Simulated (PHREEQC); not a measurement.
Na2SO4 is added in steps, without added water, to 1 kg of water holding 0.27 mol HNO3, 0.00015 mol CuSO4 and 0.00024 mol CuCl2, at 25 °C. Oxygen is held at 0.21 atm. CO2 from the air is kept out. Solids allowed: Cu(OH)2, Brochantite, Antlerite, Atacamite, Cu2(OH)3NO3, Halite, Mirabilite, Chalcanthite. Others were left out.

Base run: PHREEQC, ion-association model, wateq4f.dat. Each further column changes one thing. The table gives SO4-2 (mol/kgw).

```csv
Na2SO4 added (mol),base,Davies equation for every ion,all activity coefficients set to 1,metal-ligand complexes left out,Debye-Hückel limiting law
0,1.74e-5,1.72e-5,5.49e-6,1.74e-5,4.58e-5
0.06075,0.00892,0.00839,(withheld),0.00916,0.0267
0.1417,0.0276,0.0240,0.00844,0.0302,(withheld)
0.2025,0.0471,0.0388,0.0148,0.0553,0.147
0.2632,0.0703,0.0549,0.0228,0.0895,0.211
0.3443,0.105,(withheld),0.0345,0.147,0.301
0.405,0.132,0.0904,0.0431,(withheld),0.367
0.4657,0.159,0.103,0.0510,0.249,0.434
0.5467,0.194,(withheld),0.0607,0.322,0.521
0.6075,0.219,0.123,0.0672,0.379,0.586
0.6683,0.244,0.129,0.0731,0.436,0.650
0.7492,0.275,0.134,0.0802,0.514,0.735
0.81,0.298,0.137,0.0850,0.572,0.798
```

Task: What belongs in the gaps?

Result: 
- 0.06075, all activity coefficients set to 1: 0.00272
- 0.1417, Debye-Hückel limiting law: 0.0876
- 0.3443, Davies equation for every ion: 0.0761
- 0.405, metal-ligand complexes left out: 0.196
- 0.5467, Davies equation for every ion: 0.116

The ionic strength passes 0.7 mol/kgw, the rough limit of the ion-association models, in part of: base; Davies equation for every ion; all activity coefficients set to 1; metal-ligand complexes left out; Debye-Hückel limiting law.
